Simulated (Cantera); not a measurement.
**Thermodynamics of silicon oxide and oxynitride deposition, feed TEOS + O2 + N2**

Input: 1 mol TEOS, 0.45 mol O2, 19 mol N2, at 1.33 mbar.

Method: chemical equilibrium by Gibbs-energy minimisation in Cantera with the NASA 1993 tables (ideal gas, pure condensed phases). Candidate condensed phases: C, C6H6, C7H8, C8H18, H2O, Si, SiC, SiO2, Si2N2O, Si3N4; 151 gas species. The feed counts by its element totals alone. N2 is the only nitrogen source here; it is nearly inert below about 1500 K, so the nitride shown seldom forms there in practice. The tables' values for SiN are old estimates; treat these amounts as uncertain. Rates play no part.

| T (°C) | x N2 | x H2 | x CO | x H | n C(graphite) | n Si2N2O(s) | n SiC(s) |
|---|---|---|---|---|---|---|---|
| 1025 | 0.562 | 0.304 | 0.134 | 1.62e-5 | 3.60 | 0.500 | 0 |
| 1125 | 0.562 | 0.304 | 0.134 | 7.14e-5 | 3.59 | 0.498 | 0 |
| 1225 | 0.560 | 0.295 | 0.144 | 0.000255 | 2.10 | 0 | 0.990 |
| 1325 | 0.560 | 0.294 | 0.144 | 0.000790 | 2.10 | 0 | 0.986 |
| 1425 | 0.559 | 0.293 | 0.144 | 0.00214 | 2.09 | 0 | 0.980 |
| 1525 | 0.558 | 0.290 | 0.143 | 0.00520 | 2.07 | 0 | 0.971 |
| 1625 | 0.555 | 0.285 | 0.143 | 0.0114 | 2.04 | 0 | 0.952 |
| 1725 | 0.550 | 0.276 | 0.141 | 0.0231 | 2.03 | 0 | 0.888 |
| 1825 | 0.539 | 0.260 | 0.139 | 0.0430 | 2.15 | 0 | 0.635 |
x: gas mole fraction; n: condensed amount in mol.

From 1025 °C to 1125 °C the condensed part is C(graphite) + Si2N2O(s). From 1225 °C to 1825 °C the condensed part is C(graphite) + SiC(s). The main Si-bearing gas is SiO at 1025 °C and Si at 1825 °C. The share of Si in condensed phases is highest at 1025 °C (100.0 %) and lowest at 1825 °C (63.5 %).
